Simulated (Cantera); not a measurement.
# Transport properties of process gases

Gas mixture: O2 = 0.84 (molar parts), at 143 Torr, frozen composition.

Cantera's kinetic-theory transport with the Lennard-Jones parameters of GRI-Mech 3.0, ideal gas; thermal conductivity in the multicomponent form.

```json
[
 {"T (K)": "400", "ρ (kg/m³)": "0.183", "cp (J/kg/K)": "941.4", "μ (µPa s)": "25.6", "λ (mW/m/K)": "33.9", "Pr": "0.712", "D (cm²/s) CH4": "2.01", "D (cm²/s) H2O": "2.13", "D (cm²/s) C2H2": "1.49"},
 {"T (K)": "650", "ρ (kg/m³)": "0.112", "cp (J/kg/K)": "1017", "μ (µPa s)": "36.0", "λ (mW/m/K)": "51.6", "Pr": "0.710", "D (cm²/s) CH4": "4.65", "D (cm²/s) H2O": "5.26", "D (cm²/s) C2H2": "3.49"},
 {"T (K)": "900", "ρ (kg/m³)": "0.0812", "cp (J/kg/K)": "1074", "μ (µPa s)": "44.7", "λ (mW/m/K)": "67.7", "Pr": "0.709", "D (cm²/s) CH4": "8.05", "D (cm²/s) H2O": "9.40", "D (cm²/s) C2H2": "6.09"},
 {"T (K)": "1150", "ρ (kg/m³)": "0.0636", "cp (J/kg/K)": "1109", "μ (µPa s)": "52.5", "λ (mW/m/K)": "82.1", "Pr": "0.709", "D (cm²/s) CH4": "12.1", "D (cm²/s) H2O": "14.4", "D (cm²/s) C2H2": "9.20"},
 {"T (K)": "1400", "ρ (kg/m³)": "0.0522", "cp (J/kg/K)": "1134", "μ (µPa s)": "59.7", "λ (mW/m/K)": "95.6", "Pr": "0.708", "D (cm²/s) CH4": "16.8", "D (cm²/s) H2O": "20.2", "D (cm²/s) C2H2": "12.8"},
 {"T (K)": "1650", "ρ (kg/m³)": "0.0443", "cp (J/kg/K)": "1155", "μ (µPa s)": "66.4", "λ (mW/m/K)": "108", "Pr": "0.708", "D (cm²/s) CH4": "22.1", "D (cm²/s) H2O": "26.7", "D (cm²/s) C2H2": "16.8"}
]
```
D: mixture-averaged diffusion coefficient of that species in the mixture.
